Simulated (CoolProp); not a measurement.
Properties of sulfur dioxide along the isobar 35 MPa.

Computed with CoolProp (reference Helmholtz-energy equation of state, Gao 2016).

```json
[
 {"T (°C)": "-9.65", "phase": "liquid", "density (kg/m³)": "1508", "cp (kJ/(kg K))": "1.320", "cv (kJ/(kg K))": "0.8228", "Joule-Thomson coefficient (K/MPa)": "-0.3040"},
 {"T (°C)": "3.65", "phase": "liquid", "density (kg/m³)": "1478", "cp (kJ/(kg K))": "1.317", "cv (kJ/(kg K))": "0.8149", "Joule-Thomson coefficient (K/MPa)": "-0.2954"},
 {"T (°C)": "17.05", "phase": "liquid", "density (kg/m³)": "1447", "cp (kJ/(kg K))": "1.317", "cv (kJ/(kg K))": "0.8078", "Joule-Thomson coefficient (K/MPa)": "-0.2843"},
 {"T (°C)": "30.35", "phase": "liquid", "density (kg/m³)": "1417", "cp (kJ/(kg K))": "1.319", "cv (kJ/(kg K))": "0.8013", "Joule-Thomson coefficient (K/MPa)": "-0.2705"},
 {"T (°C)": "43.65", "phase": "liquid", "density (kg/m³)": "1386", "cp (kJ/(kg K))": "1.323", "cv (kJ/(kg K))": "0.7952", "Joule-Thomson coefficient (K/MPa)": "-0.2536"},
 {"T (°C)": "57.05", "phase": "liquid", "density (kg/m³)": "1354", "cp (kJ/(kg K))": "1.328", "cv (kJ/(kg K))": "0.7893", "Joule-Thomson coefficient (K/MPa)": "-0.2331"},
 {"T (°C)": "70.35", "phase": "liquid", "density (kg/m³)": "1322", "cp (kJ/(kg K))": "1.335", "cv (kJ/(kg K))": "0.7836", "Joule-Thomson coefficient (K/MPa)": "-0.2087"},
 {"T (°C)": "83.65", "phase": "liquid", "density (kg/m³)": "1290", "cp (kJ/(kg K))": "1.344", "cv (kJ/(kg K))": "0.7781", "Joule-Thomson coefficient (K/MPa)": "-0.1797"},
 {"T (°C)": "97.05", "phase": "liquid", "density (kg/m³)": "1256", "cp (kJ/(kg K))": "1.355", "cv (kJ/(kg K))": "0.7728", "Joule-Thomson coefficient (K/MPa)": "-0.1451"},
 {"T (°C)": "110.35", "phase": "liquid", "density (kg/m³)": "1221", "cp (kJ/(kg K))": "1.367", "cv (kJ/(kg K))": "0.7678", "Joule-Thomson coefficient (K/MPa)": "-0.1046"},
 {"T (°C)": "123.65", "phase": "liquid", "density (kg/m³)": "1186", "cp (kJ/(kg K))": "1.380", "cv (kJ/(kg K))": "0.7631", "Joule-Thomson coefficient (K/MPa)": "-0.05692"},
 {"T (°C)": "137.05", "phase": "liquid", "density (kg/m³)": "1149", "cp (kJ/(kg K))": "1.396", "cv (kJ/(kg K))": "0.7587", "Joule-Thomson coefficient (K/MPa)": "-0.0005080"},
 {"T (°C)": "150.35", "phase": "liquid", "density (kg/m³)": "1111", "cp (kJ/(kg K))": "1.412", "cv (kJ/(kg K))": "0.7546", "Joule-Thomson coefficient (K/MPa)": "0.06502"},
 {"T (°C)": "163.65", "phase": "supercritical", "density (kg/m³)": "1072", "cp (kJ/(kg K))": "1.429", "cv (kJ/(kg K))": "0.7508", "Joule-Thomson coefficient (K/MPa)": "0.1413"}
]
```
